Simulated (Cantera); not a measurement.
A perfectly stirred reactor is fed with CH4 : N2 = 1 : 52 (molar parts), at 101000 Pa; it is held at 1725 K, and followed from long to short residence time.

Detailed kinetics in Cantera: GRI-Mech 3.0 (53 species, 325 reactions). GRI-Mech 3.0 stops at C3 and has no aromatics, soot or wall deposition, so with more carbon than oxygen in the feed, carbon stays in small species such as C2H2 where larger ones or solid carbon would form.

Q: What does this change do: temperature 1725 to 1673 K?

A: 
| quantity | before | after |
|---|---|---|
| x(CH4) at τ = 2.30 s | 0.00110 | 0.00177 |
| x(HCN) at τ = 2.30 s | 1.95e-5 | 5.36e-6 |
| x(C2H) at τ = 2.30 s | 6.05e-8 | 2.78e-8 |
| x(CH3) at τ = 2.30 s | 2.45e-5 | 2.42e-5 |
| x(CH2) at τ = 2.30 s | 2.81e-8 | 1.62e-8 |
| x(CH4) at τ = 54.0 ms | 0.00627 | 0.00893 |
| x(HCN) at τ = 54.0 ms | 1.89e-6 | 4.63e-7 |
| x(C2H) at τ = 54.0 ms | 4.26e-8 | 1.65e-8 |
| x(CH3) at τ = 54.0 ms | 0.000137 | 0.000124 |
| x(CH2) at τ = 54.0 ms | 1.43e-7 | 7.86e-8 |

Q: What does this change do: pressure from 101000 Pa to 1800 Pa?

A: 
```
quantity                 before     after
---------------------  --------  --------
x(CH4) at τ = 2.30 s    0.00110   0.00301
x(HCN) at τ = 2.30 s    1.95e-5   1.93e-5
x(C2H) at τ = 2.30 s    6.05e-8   1.53e-7
x(CH3) at τ = 2.30 s    2.45e-5  0.000186
x(CH2) at τ = 2.30 s    2.81e-8   5.32e-7
x(CH4) at τ = 54.0 ms   0.00627    0.0169
x(HCN) at τ = 54.0 ms   1.89e-6   3.02e-8
x(C2H) at τ = 54.0 ms   4.26e-8   7.70e-9
x(CH3) at τ = 54.0 ms  0.000137  0.000409
x(CH2) at τ = 54.0 ms   1.43e-7   3.88e-7
```
Radical loss at walls, strong at low pressure, is not modelled.

Q: What does this change do: temperature 1725 to 1400 K?

A: 
```json
[
 {"quantity": "x(CH4) at τ = 2.30 s", "before": "0.00110", "after": "0.0156"},
 {"quantity": "x(HCN) at τ = 2.30 s", "before": "1.95e-5", "after": "3.72e-10"},
 {"quantity": "x(C2H) at τ = 2.30 s", "before": "6.05e-8", "after": "4.94e-11"},
 {"quantity": "x(CH3) at τ = 2.30 s", "before": "2.45e-5", "after": "1.09e-5"},
 {"quantity": "x(CH2) at τ = 2.30 s", "before": "2.81e-8", "after": "2.67e-10"},
 {"quantity": "x(CH4) at τ = 54.0 ms", "before": "0.00627", "after": "0.0188"},
 {"quantity": "x(HCN) at τ = 54.0 ms", "before": "1.89e-6", "after": "<1e-12"},
 {"quantity": "x(C2H) at τ = 54.0 ms", "before": "4.26e-8", "after": "<1e-12"},
 {"quantity": "x(CH3) at τ = 54.0 ms", "before": "0.000137", "after": "1.03e-5"},
 {"quantity": "x(CH2) at τ = 54.0 ms", "before": "1.43e-7", "after": "2.01e-10"}
]
```
